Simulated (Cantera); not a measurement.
A closed system holds: 1 mol CaCO₃, 0.1 mol H₂, held at 1877 °C and 0.150 bar.

Cantera equilibrium calculation (NASA polynomials, part measured and part estimated; ideal gas, pure solids and liquids). Candidate condensed phases: C, C₆H₆, C₇H₈, C₈H₁₈, Ca, CaCO₃, CaO, Ca(OH)₂, H₂O; 115 gas species. Equilibrium is a limit: real reactors are often held back by kinetics, nucleation or transport.

**Question.** What is the equilibrium state?

**Answer.** 
- x(CO₂) = 0.797
- x(CO) = 0.104
- x(H₂O) = 0.0863
- x(O₂) = 0.00709
- x(OH) = 0.00259
- x(H₂) = 0.00219
- x(H) = 0.000510
- x(O) = 0.000425
- x(Ca(OH)₂) = 2.60e-5
- n(CaO(s)) = 1.000 mol
- gas amount = 1.110 mol
- log10 activity of C(graphite) (absent) = -7.58
- log10 activity of Ca(l) (absent) = -8.32
